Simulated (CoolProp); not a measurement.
A simple Rankine cycle with R1336mzz(E): condensing at 332.15 K, boiler at 2.32 MPa, turbine inlet 409 K, turbine efficiency 0.6, pump efficiency 0.6, no recuperator. Each further row changes one setting.

The numbers come from the reference Helmholtz-energy equation of state, Akasaka 2023 in CoolProp.

| case | thermal efficiency (%) | net work (kJ/kg) | heat in (kJ/kg) | turbine exit temperature (K) | volume ratio over the turbine |
|---|---|---|---|---|---|
| as stated | … | 10.4 | 168 | 368.3 | 5.32 |
| condensing temperature 324.15 K | 7.0 | 12.5 | 178 | 364.2 | 6.74 |
| boiler pressure 1.62 MPa | 5.1 | 9.29 | 181 | … | 3.24 |
| turbine efficiency 0.5 | 4.9 | 8.28 | 168 | 370.6 | … |

Question: Fill in the missing entries.

Answer: 
- as stated, thermal efficiency (%): 6.2
- boiler pressure 1.62 MPa, turbine exit temperature (K): 383.7
- turbine efficiency 0.5, volume ratio over the turbine: 5.37
